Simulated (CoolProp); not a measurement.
A closed Brayton cycle with nitrogen: compressor inlet 328.15 K and 6.9 MPa, high pressure 15.2 MPa, turbine inlet 755 K, compressor efficiency 0.85, turbine efficiency 0.9, recuperator effectiveness 0.8 (on enthalpy, no pinch check). Each further row changes one setting.

Model: reference Helmholtz-energy equation of state, Span 2000, in CoolProp.

```
case                           thermal efficiency (%)  net work (kJ/kg)  compressor to turbine work  compressor exit (K)  turbine exit (K)
-----------------------------  ----------------------  ----------------  --------------------------  -------------------  ----------------
as stated                                        22.6              44.5                        0.70                427.1             623.5
turbine inlet 705 K                              19.5              34.6                        0.75                427.1             580.9
compressor inlet 338.15 K                        21.2              41.1                        0.73                440.1             623.5
high pressure 12.9 MPa                           22.4              39.9                        0.67                404.7             648.9
recuperator effectiveness 0.5                    17.0              44.5                        0.70                427.1             623.5
```
